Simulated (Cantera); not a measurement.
Feed: 1 mol SiH2Cl2, 0.18 mol Cl2, 15 mol N2, equilibrated at 10.0 Torr.

These are equilibrium values from Cantera (NASA tables, ideal gas, pure condensed phases), not measurements of a reactor. Candidate condensed phases: NH4Cl, Si, Si3N4; 28 gas species. N2 is the only nitrogen source here; it is nearly inert below about 1500 K, so the nitride shown seldom forms there in practice. The tables' values for SiCl3 are old estimates; treat these amounts as uncertain. Kinetics and transport are ignored. All values below are at 1373 K.

Base state: N2 0.877, HCl 0.0901, H2 0.0154, SiCl4 0.00756, SiCl2 0.00623, SiCl3 0.00319, SiHCl3 8.15e-5, Cl 1.74e-5 (mole fractions); condensed: Si3N4(s).

What changes in the equilibrium state with this change: pressure from 10.0 Torr to 375 Torr?


```json
[
 {"species": "N2", "before": "0.877", "after": "0.882"},
 {"species": "HCl", "before": "0.0901", "after": "0.0845"},
 {"species": "H2", "before": "0.0154", "after": "0.0184"},
 {"species": "SiCl4", "before": "0.00756", "after": "0.0136"},
 {"species": "SiCl2", "before": "0.00623", "after": "0.000407"},
 {"species": "Cl", "before": "1.74e-5", "after": "2.43e-6"},
 {"species": "SiCl3", "before": "0.00319", "after": "0.00109"},
 {"species": "SiHCl3", "before": "8.15e-5", "after": "0.000187"},
 {"species": "Si3N4(s), mol", "before": "0.239", "after": "0.250"}
]
```
